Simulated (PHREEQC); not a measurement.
Dissolve 4.1 mol/kgw NaBr and 0.046 mol/kgw Na2B4O7 at 25 °C and 300 atm. Closed to the air; pH follows from the charge balance.

The numbers come from PHREEQC with the Pitzer model, pitzer.dat.

```csv
quantity,before,after
pH,8.77,8.72
ionic strength (mol/kgw),4.21,4.12
B(OH)3 (mol/kgw),0.0413,0.0168
B3O3(OH)4- (mol/kgw),0.00651,0.000391
```

Q: Which change was made?
A) NaBr from 4.1 to 0.41 mol/kgw
B) NaBr from 4.1 to 2.05 mol/kgw
C) diluted 2-fold with water
D) diluted 10-fold with water
E) Na2B4O7 from 0.046 to 0.0092 mol/kgw

A: E, Na2B4O7 from 0.046 to 0.0092 mol/kgw

No solid was allowed to form. In brines, pH and single-ion activities rest on the MacInnes convention. Under pressure, the constants of complexes without a molar volume in the database are unreliable.
